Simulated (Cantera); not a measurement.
A freely propagating, adiabatic, planar premixed flame of C₃H₈ : O₂ : N₂ = 1 : 3.57 : 16.4 (molar parts), equivalence ratio 1.4, unburnt at 325 K and 0.987 atm; mixture-averaged transport, grid criteria slope 0.08 and curve 0.16, no radiation.

Computed with Cantera and GRI-Mech 3.0 (53 species, 325 reactions). GRI-Mech 3.0 was tuned for natural gas; its chemistry of propane as a main component is partial and can be far from experiment. Burning velocities carry a grid error of a few per cent, more on coarse grids.

Question: Predict: laminar burning velocity; thermal thickness; peak x(CH₄); peak x(HCN); peak x(C₂H₂).

Answer: 
```
Item                         Result
------------------------  ---------
laminar burning velocity  18.7 cm/s
thermal thickness          0.713 mm
peak x(CH₄)                 0.00462
peak x(HCN)                 3.49e-5
peak x(C₂H₂)                0.00330
```
